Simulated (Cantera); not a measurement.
What does this Cantera script print?

```python
import numpy as np
import cantera as ct

gas_names = """
    H HO2 H2 H2O H2O2 H2S H2SO4 O OH O2 O3 S SH SO SO2 SO3 S2 S2O S8
""".split()
cond_names = """
    H2O(s) H2O(L) H2SO4(L) S(cr1) S(cr2) S(L)
""".split()


# ... load() reads the species with a 1 bar reference pressure and builds the phases ...
atoms = {
    'H2S': {'H': 2, 'S': 1},
    'H2O': {'H': 2, 'O': 1},
    'H2': {'H': 2},
}
top_T = {}  # K; cautious upper limits of use, not melting points


# ... equilibrate(T, P, feed) seeds the gas with the atoms and calls Mixture.equilibrate('TP', solver="vcs", rtol=1e-11, max_steps=5000) ...
results = []
feed = {'H2S': 1, 'H2O': 1.6, 'H2': 0.083}  # mol
T = 2973  # K
P = 170  # Pa
mix = equilibrate(T, P, feed)
results.append((T, P, feed, dict(zip(mix.species_names, mix.species_moles))))
x = sorted(zip(gas.X, gas.species_names), reverse=True)
print(f"T = {T:g} K  P = {P:g} Pa  gas = {mix.phase_moles(0):.4g} mol")
print("   x: " + "  ".join(f"{s} {v:.3e}" for v, s in x if v > 0.0001))
print("   condensed (mol): " + ("  ".join(f"{mix.phase(i).name} {mix.phase_moles(i):.4g}"
      for i in range(1, mix.n_phases) if mix.phase_moles(i) > 1e-12) or "none"))
```

Output:

```
T = 2973 K  P = 170 Pa  gas = 7.34 mol
   x: H 6.445e-01  O 1.655e-01  S 1.082e-01  H2 3.348e-02  SO 2.503e-02  OH 1.399e-02  O2 4.380e-03  H2O 2.235e-03  SO2 1.221e-03  SH 1.058e-03  S2 3.647e-04
   condensed (mol): none
```

Equilibrium computed with Cantera from the NASA thermochemical tables; the gas is ideal and each condensed phase is pure.
